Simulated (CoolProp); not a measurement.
A simple Rankine cycle with R114: condensing at 331.15 K, boiler at 1.56 MPa, turbine inlet 380 K, turbine efficiency 0.75, pump efficiency 0.7, no recuperator. Each further row changes one setting.

Computed with CoolProp (reference Helmholtz-energy equation of state, Platzer 1990). This equation is an older, rougher fit; its heat capacities, sound speeds and derivatives of the liquid may be far off and weren't checked against measurements.

```
case                             thermal efficiency (%)  net work (kJ/kg)  heat in (kJ/kg)  turbine exit temperature (K)  volume ratio over the turbine
-------------------------------  ----------------------  ----------------  ---------------  ----------------------------  -----------------------------
as stated                                           7.2              9.97              138                         349.0                           3.27
turbine inlet 400 K                                 7.2              11.2              157                         371.6                           3.10
condensing temperature 323.15 K                     8.4              12.2              146                         344.3                           4.07
boiler pressure 1.09 MPa                            5.0              7.35              146                         362.4                           2.08
turbine efficiency 0.65                             6.2              8.50              138                         350.9                           3.30
```
